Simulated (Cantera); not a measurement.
An adiabatic, constant-volume homogeneous reactor starts with CO : H2 : CH4 : O2 : N2 = 1 : 1.2 : 0.052 : 0.36 : 2.66 (molar parts), at 1650 K and 37000 Pa.

Cantera simulation using GRI-Mech 3.0 (53 species, 325 reactions); the numbers are that mechanism's predictions, not measurements.

Q: Predict: time of steepest temperature rise; temperature at 0.200 s; equilibrium temperature; x(CO) at 0.200 s; x(H2) at 0.200 s; x(NO2) at 0.200 s; x(HCO) at 0.200 s.

A: 
```json
{
 "time_of_steepest_temperature_rise": "47.6 µs",
 "temperature at 0.200 s": "2592 K",
 "equilibrium_temperature": "2592 K",
 "x(CO) at 0.200 s": "0.186 (gas-phase equilibrium 0.186)",
 "x(H2) at 0.200 s": "0.140 (gas-phase equilibrium 0.140)",
 "x(NO2) at 0.200 s": "5.44e-9 (gas-phase equilibrium 5.44e-9)",
 "x(HCO) at 0.200 s": "2.42e-7 (gas-phase equilibrium 2.42e-7)"
}
```
